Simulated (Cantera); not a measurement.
A perfectly stirred reactor is fed with N₂O : H₂O = 1 : 0.03 (molar parts), at 10.00 Torr; it is held at 1623 K, and followed from long to short residence time.

Computed with Cantera and GRI-Mech 3.0 (53 species, 325 reactions). GRI-Mech 3.0 was tuned for natural gas; its chemistry of N2O as a main component is partial and can be far from experiment. Radical loss at walls, strong at low pressure, is not modelled. The temperature is held fixed by assumption; the heat of reaction is taken as removed at once.

Q: What does this change do: pressure from 10.00 Torr to 750 Torr?

A: 
| quantity | before | after |
|---|---|---|
| x(N₂O) at τ = 4.30 s | 0.0446 | 0.00116 |
| x(H₂O) at τ = 4.30 s | 0.0198 | 0.0195 |
| x(O) at τ = 4.30 s | 0.000172 | 2.02e-5 |
| x(N₂) at τ = 4.30 s | 0.552 | 0.637 |
| x(O₂) at τ = 4.30 s | 0.240 | 0.310 |
| x(N₂O) at τ = 68.0 ms | 0.724 | 0.0519 |
| x(H₂O) at τ = 68.0 ms | 0.0265 | 0.0200 |
| x(O) at τ = 68.0 ms | 0.000206 | 8.81e-5 |
| x(N₂) at τ = 68.0 ms | 0.144 | 0.568 |
| x(O₂) at τ = 68.0 ms | 0.0605 | 0.258 |
